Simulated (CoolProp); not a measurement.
Properties of carbon monoxide along the isotherm 149.7 K (Tc = 132.9 K, pc = 3498 kPa, ω = 0.050).

Model: reference Helmholtz-energy equation of state, Lemmon 2006, in CoolProp. It is a short technical equation, of lower accuracy than the large ones.

```csv
p (kPa),phase,cp (kJ/(kg K)),Joule-Thomson coefficient (K/MPa)
27.7,gas,1.042,8.643
43.1,gas,1.043,8.644
67.1,gas,1.046,8.646
104,gas,1.050,8.648
163,gas,1.056,8.651
253,gas,1.066,8.656
394,gas,1.082,8.663
614,gas,1.108,8.670
956,gas,1.154,8.672
1490,gas,1.240,8.651
2320,gas,1.425,8.528
3610,supercritical,1.949,7.969
5620,supercritical,4.281,5.318
8750,supercritical,3.227,1.596
```

The peak of cp marks the crossing from liquid-like to gas-like fluid above the critical point.
